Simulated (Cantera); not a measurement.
Cantera run, input and output.

```python
import numpy as np
import cantera as ct

gas = ct.Solution("gri30.yaml")
gas.TPX = 300, 1000000, {'CH4': 1, 'O2': 2.47, 'N2': 9.28}
inlet = ct.Reservoir(gas, clone=True)
gas.equilibrate("HP")  # start burning
reactor = ct.IdealGasConstPressureReactor(gas, energy="on", clone=False)
exhaust = ct.Reservoir(gas, clone=True)
tau = [0.25, 0.089, 0.031, 0.011, 0.0039, 0.0014, 0.00048, 0.00017, 5.9e-05][0]
for a, b in ((inlet, reactor), (reactor, exhaust)):
    ct.MassFlowController(a, b, mdot=lambda t: reactor.mass / tau)
net = ct.ReactorNet([reactor])
show = ['CH4', 'O2', 'NO', 'H2', 'NO2']

rows = []
print(f"{'tau/s':>10s}{'T/K':>9s}" + "".join(f"{s:>11s}" for s in show))
for tau in [0.25, 0.089, 0.031, 0.011, 0.0039, 0.0014, 0.00048, 0.00017, 5.9e-05]:
    net.initial_time = 0.0
    net.advance(30 * tau)
    before = gas.X
    net.advance(40 * tau)
    drift = np.max(np.abs(gas.X - before) / (gas.X + 1e-9))
    rows.append([gas.T, *gas[show].X, drift])
    print(f"{tau:10.3e}{gas.T:9.1f}" + "".join(f"{x:11.3e}" for x in gas[show].X))
```

Result:

```
     tau/s      T/K        CH4         O2         NO         H2        NO2
 2.500e-01   2024.5  6.880e-07  3.636e-02  7.186e-04  9.439e-05  1.586e-06
 8.900e-02   2025.0  1.874e-06  3.656e-02  3.375e-04  1.015e-04  7.647e-07
 3.100e-02   2024.3  5.038e-06  3.670e-02  1.535e-04  1.203e-04  3.708e-07
 1.100e-02   2022.0  1.244e-05  3.684e-02  8.010e-05  1.661e-04  2.200e-07
 3.900e-03   2016.6  2.822e-05  3.709e-02  5.197e-05  2.683e-04  1.726e-07
 1.400e-03   2006.0  5.996e-05  3.761e-02  4.079e-05  4.717e-04  1.617e-07
 4.800e-04   1984.9  1.315e-04  3.878e-02  3.398e-05  8.738e-04  1.478e-07
 1.700e-04   1945.3  3.036e-04  4.126e-02  2.648e-05  1.574e-03  1.159e-07
 5.900e-05   1823.3  1.336e-03  5.075e-02  9.004e-06  3.247e-03  5.172e-08
```

Computed with Cantera and GRI-Mech 3.0 (53 species, 325 reactions).
